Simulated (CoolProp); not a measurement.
Properties of n-butane along the isotherm 231.1 K (Tc = 425.1 K, pc = 37.96 bar, ω = 0.201).

Values from CoolProp's reference Helmholtz-energy equation of state, Bücker 2006.

```csv
p (bar),phase,Z,cp (kJ/(kg K)),cv (kJ/(kg K)),speed of sound (m/s),expansivity (1/kK),conductivity (mW/(m K))
0.3,liquid,0.001409,2.146,1.527,1265,1.534,135
0.506,liquid,0.002377,2.146,1.527,1265,1.534,135
0.855,liquid,0.004016,2.146,1.528,1265,1.533,135
1.44,liquid,0.006764,2.146,1.528,1266,1.532,135
2.43,liquid,0.01141,2.146,1.528,1266,?,135
4.11,liquid,0.01930,2.145,1.528,1267,1.528,135
6.93,liquid,0.03253,2.145,1.528,1269,?,135
11.7,liquid,?,2.144,1.528,1273,1.518,135
19.7,liquid,0.09230,2.142,?,1278,1.507,136
33.3,liquid,0.1557,2.138,1.530,1288,1.489,136
56.2,liquid,0.2621,2.133,1.532,1303,1.461,138
94.9,liquid,?,2.126,1.535,1328,1.416,140
```

### Question
What belongs in the gaps?

### Answer

- 2.43, expansivity (1/kK): 1.531
- 6.93, expansivity (1/kK): 1.525
- 11.7, Z: 0.05488
- 19.7, cv (kJ/(kg K)): 1.529
- 94.9, Z: 0.4404

Thermal conductivity comes from a separate model (Perkins 2002).
